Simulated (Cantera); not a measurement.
Mixture: CH3OH : O2 : N2 : CO2 = 1 : 1.36 : 5.13 : 0.15 (molar parts), equivalence ratio 1.1, at 1000000 Pa, adiabatic and at constant volume. Ignition delay is the time to a rise of 400 K.

Cantera simulation using GRI-Mech 3.0 (53 species, 325 reactions); the numbers are that mechanism's predictions, not measurements. GRI-Mech 3.0 was tuned for natural gas; its chemistry of methanol as a main component is partial and can be far from experiment.

Predict: delay at 1100 K; delay at 1250 K; delay at 1400 K; delay at 1550 K; delay at 1700 K; apparent activation energy between 1625 and 1775 K.


```
Property                                                 Value
--------------------------------------------------  ----------
delay at 1100 K                                        9.05 ms
delay at 1250 K                                       0.632 ms
delay at 1400 K                                        81.7 µs
delay at 1550 K                                        17.0 µs
delay at 1700 K                                        5.01 µs
apparent activation energy between 1625 and 1775 K  170 kJ/mol
```
